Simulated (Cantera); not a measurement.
An adiabatic, constant-volume homogeneous reactor starts with CO : H₂ : CH₄ : O₂ : N₂ : CO₂ = 1 : 0.32 : 1.4 : 2.47 : 9.29 : 3.2 (molar parts), equivalence ratio 1.4, at 1700 K and 76000 Pa. Integrator tolerance rtol = 1e-08.

Computed with Cantera and GRI-Mech 3.0 (53 species, 325 reactions).

**Question.** What does this change do: O2 2.47 to 1.3 parts?

**Answer.** 
```csv
quantity,before,after
time of steepest temperature rise,0.220 ms,0.453 ms
temperature at 3.00 s,2699 K,2243 K
equilibrium temperature,2699 K,2243 K
x(CO) at 3.00 s,0.131 (gas-phase equilibrium 0.131),0.197 (gas-phase equilibrium 0.197)
x(H₂) at 3.00 s,0.0161 (gas-phase equilibrium 0.0161),0.0419 (gas-phase equilibrium 0.0419)
x(CH₄) at 3.00 s,<1e-12 (gas-phase equilibrium <1e-12),1.43e-12 (gas-phase equilibrium 1.57e-12)
x(CH₂O) at 3.00 s,1.07e-9 (gas-phase equilibrium 1.07e-9),3.64e-9 (gas-phase equilibrium 3.64e-9)
x(HCN) at 3.00 s,3.48e-9 (gas-phase equilibrium 3.48e-9),2.18e-8 (gas-phase equilibrium 2.18e-8)
x(C₂H₆) at 3.00 s,<1e-12 (gas-phase equilibrium <1e-12),<1e-12 (gas-phase equilibrium <1e-12)
```

**Question.** What does this change do: constant pressure in place of constant volume?

**Answer.** 
```csv
quantity,before,after
time of steepest temperature rise,0.220 ms,0.234 ms
temperature at 3.00 s,2699 K,2589 K
equilibrium temperature,2699 K,2589 K
x(CO) at 3.00 s,0.131 (gas-phase equilibrium 0.131),0.122 (gas-phase equilibrium 0.122)
x(H₂) at 3.00 s,0.0161 (gas-phase equilibrium 0.0161),0.0152 (gas-phase equilibrium 0.0152)
x(CH₄) at 3.00 s,<1e-12 (gas-phase equilibrium <1e-12),<1e-12 (gas-phase equilibrium <1e-12)
x(CH₂O) at 3.00 s,1.07e-9 (gas-phase equilibrium 1.07e-9),5.67e-10 (gas-phase equilibrium 5.67e-10)
x(HCN) at 3.00 s,3.48e-9 (gas-phase equilibrium 3.48e-9),1.76e-9 (gas-phase equilibrium 1.77e-9)
x(C₂H₆) at 3.00 s,<1e-12 (gas-phase equilibrium <1e-12),<1e-12 (gas-phase equilibrium <1e-12)
```
